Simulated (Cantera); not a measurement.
Input: 1 mol TEOS, 8.1 mol H2O, equilibrated at 1050 K and 100000 Pa.

Cantera equilibrium calculation (NASA polynomials, part measured and part estimated; ideal gas, pure solids and liquids). Candidate condensed phases: C, C6H6, C7H8, C8H18, H2O, Si, SiC, SiO2; 123 gas species. The feed counts by its element totals alone. The numbers say what is thermodynamically allowed, not how fast it happens.

Base state: H2 0.625, CO 0.271, H2O 0.0618, CO2 0.0315, CH4 0.0111 (mole fractions); condensed: SiO2(β-quartz).

**Question.** What changes in the equilibrium state with this change: TEOS replaced by SiF4?

**Answer.** 
| species | before | after |
|---|---|---|
| H2O | 0.0618 | 0.688 |
| HF | 0 | 0.280 |
| SiF4 | 0 | 0.0321 |
| H2 | 0.625 | 5.03e-7 |
| CO | 0.271 | 0 |
| CO2 | 0.0315 | 0 |
| CH4 | 0.0111 | 0 |
| SiO2(β-quartz), mol | 1.00 | 0.686 |

**Question.** What changes in the equilibrium state with this change: temperature from 1050 K to 1150 K?

**Answer.** 
| species | before | after |
|---|---|---|
| H2 | 0.625 | 0.633 |
| CO | 0.271 | 0.284 |
| H2O | 0.0618 | 0.0596 |
| CH4 | 0.0111 | 0.00133 |
| CO2 | 0.0315 | 0.0224 |
| SiO2(β-quartz), mol | 1.00 | 1.00 |
The tables hold silica as quartz up to 1696 K and as liquid above; real silica turns to tridymite and cristobalite and melts near 1996 K.
